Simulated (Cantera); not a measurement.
A closed system holds: 1 mol B2O3, 0.61 mol NF3, 0.4 mol N2.

These are equilibrium values from Cantera (NASA tables, ideal gas, pure condensed phases), not measurements of a reactor. Candidate condensed phases: B, BN, B2O3; 31 gas species. The tables' values for BF2 are old estimates. Equilibrium is a limit: real reactors are often held back by kinetics, nucleation or transport.

Task: What condenses at these points (T in °C, P in Pa): (975, 32000); (825, 32); (1000, 100000); (1025, 320); (1100, 3.2)?

Result: 
```json
[
 {"T (°C)": "975", "P in Pa": "32000", "condensed phases": "B2O3", "B condensed (%)": "61.9"},
 {"T (°C)": "825", "P in Pa": "32", "condensed phases": "B2O3", "B condensed (%)": "60.2"},
 {"T (°C)": "1000", "P in Pa": "100000", "condensed phases": "B2O3", "B condensed (%)": "61.9"},
 {"T (°C)": "1025", "P in Pa": "320", "condensed phases": "B2O3", "B condensed (%)": "48.6"},
 {"T (°C)": "1100", "P in Pa": "3.2", "condensed phases": "gas only", "B condensed (%)": "0.0"}
]
```
